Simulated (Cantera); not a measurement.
Feed: 1 mol CHF3, 1.4 mol HCl, at 1.13 Torr.

These are equilibrium values from Cantera (NASA tables, ideal gas, pure condensed phases), not measurements of a reactor. Candidate condensed phases: C, C6H6, C7H8, C8H18; 118 gas species. The tables' values for CCl are old estimates; treat these amounts as uncertain. Rates play no part.

x: gas mole fraction; n: condensed amount in mol.

| T (°C) | x HF | x Cl | x F | x H | x C3 | x C | x CF | n C(graphite) |
|---|---|---|---|---|---|---|---|---|
| 2552 | 0.429 | 0.283 | 0.173 | 0.0583 | 0.0286 | 0.00576 | 0.0136 | 0.447 |
| 2577 | 0.408 | 0.276 | 0.178 | 0.0673 | 0.0385 | 0.00752 | 0.0148 | 0.255 |
| 2602 | 0.384 | 0.268 | 0.182 | (withheld) | 0.0511 | (withheld) | 0.0160 | 0 |
| 2627 | 0.368 | 0.265 | 0.191 | 0.0869 | 0.0497 | 0.0113 | 0.0160 | 0 |
| 2652 | 0.351 | 0.262 | 0.201 | (withheld) | 0.0481 | (withheld) | 0.0160 | 0 |
| 2677 | 0.333 | 0.258 | 0.210 | 0.109 | 0.0464 | 0.0151 | 0.0159 | 0 |
| 2702 | 0.315 | 0.254 | 0.220 | 0.121 | 0.0445 | 0.0174 | 0.0158 | 0 |
| 2727 | 0.296 | 0.250 | 0.230 | 0.132 | 0.0425 | 0.0199 | 0.0157 | 0 |
| 2752 | 0.277 | 0.246 | 0.241 | 0.144 | 0.0405 | 0.0227 | 0.0155 | 0 |
| 2777 | 0.258 | 0.242 | 0.251 | 0.157 | 0.0383 | 0.0258 | 0.0154 | 0 |

Q: Fill in the missing entries.

A: 
- 2652, x H: 0.0977
- 2652, x C: 0.0131
- 2602, x H: 0.0768
- 2602, x C: 0.00973
